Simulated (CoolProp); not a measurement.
Model: reference Helmholtz-energy equation of state, Lemmon 2006, in CoolProp. It is a short technical equation, of lower accuracy than the large ones.

Task: For carbonyl sulfide, give the phase and the cp (kJ/(kg K)), cv (kJ/(kg K)), speed of sound (m/s) at 533.3 K and 78.9 kPa.

Result: 
- 533.3 K and 78.9 kPa: gas; cp 0.829, cv 0.690, speed of sound 297
